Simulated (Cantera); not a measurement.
Feed: 1 mol BCl3, 56 mol H2, 0.27 mol O2.

Cantera equilibrium calculation (NASA polynomials, part measured and part estimated; ideal gas, pure solids and liquids). Candidate condensed phases: B, B2O3, B3O3H3, H2O; 33 gas species. The tables' values for BCl2 are old estimates. The numbers say what is thermodynamically allowed, not how fast it happens.

Q: What condenses at these points (T in K, P in Pa): (1623, 400); (1873, 63); (1673, 160); (1823, 400); (1723, 40000)?

A: 
```tsv
T (K)	P in Pa	condensed phases	B condensed (%)
1623	400	B	41.2
1873	63	gas only	0.0
1673	160	B	34.1
1823	400	B	18.3
1723	40000	B	44.0
```
